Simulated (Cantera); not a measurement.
Charge: 1 mol TiO2, 3 mol CO, 16 mol H2, equilibrated at 2300 K and 3800 Pa.

These are equilibrium values from Cantera (NASA tables, ideal gas, pure condensed phases), not measurements of a reactor. Candidate condensed phases: C, C6H6, C7H8, C8H18, H2O, Ti, TiC, TiO, TiO2, Ti2O3, Ti3O5, Ti4O7; 113 gas species. Rates play no part.

Base state: H2 0.785, CO 0.154, H 0.0440, H2O 0.0165, CO2 0.000577, TiO 0.000198, OH 0.000149, TiO2 0.000132 (mole fractions); condensed: Ti3O5(l).

Problem. What changes in the equilibrium state with this change: H2 from 16 to 0.87 mol?

Solution. 
```json
[
 {"species": "CO", "before": "0.154", "after": "0.740"},
 {"species": "H2", "before": "0.785", "after": "0.176"},
 {"species": "H2O", "before": "0.0165", "after": "0.0360"},
 {"species": "CO2", "before": "0.000577", "after": "0.0271"},
 {"species": "H", "before": "0.0440", "after": "0.0208"},
 {"species": "TiO2", "before": "0.000132", "after": "0.000261"},
 {"species": "O", "before": "5.70e-6", "after": "5.56e-5"},
 {"species": "TiO", "before": "0.000198", "after": "4.01e-5"},
 {"species": "OH", "before": "0.000149", "after": "0.000688"},
 {"species": "Ti3O5(l), mol", "before": "0.331", "after": "0"},
 {"species": "Ti4O7(l), mol", "before": "0", "after": "0.250"}
]
```
Condensed phases not in the tables: Magnéli phases beyond Ti4O7.
